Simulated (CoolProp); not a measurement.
Vapour-liquid equilibrium of m-xylene (1) + n-undecane (2) at 321.8 K; x and y are mole fractions of (1).

Values from CoolProp's multi-fluid Helmholtz-energy mixture model, Zhou 2012 and Aleksandrov 2011; pair parameters Bell 2016.

```tsv
x	bubble pressure (kPa)	y at the bubble point	dew pressure at overall composition x (kPa)	liquid density (mol/L)
0.05	0.4798	0.409	0.3130	[?]
0.15	0.8349	0.695	0.3466	4.926
0.25	1.185	0.810	0.3883	5.170
0.35	1.536	0.873	0.4414	5.434
0.45	1.889	0.912	0.5113	5.722
0.55	2.247	0.940	0.6074	[?]
0.65	[?]	0.960	0.7479	6.382
0.75	2.979	0.975	0.9724	6.762
0.85	3.348	0.987	1.388	7.183
0.95	3.717	0.996	2.419	7.651
```

**Question.** Fill in the missing entries.

**Answer.** 
- 0.05, liquid density (mol/L): 4.702
- 0.55, liquid density (mol/L): 6.036
- 0.65, bubble pressure (kPa): 2.611

No azeotrope shows between x = 0.05 and 0.95.

Pair parameters are fitted to limited data, so mixtures are less certain than the pure fluids.
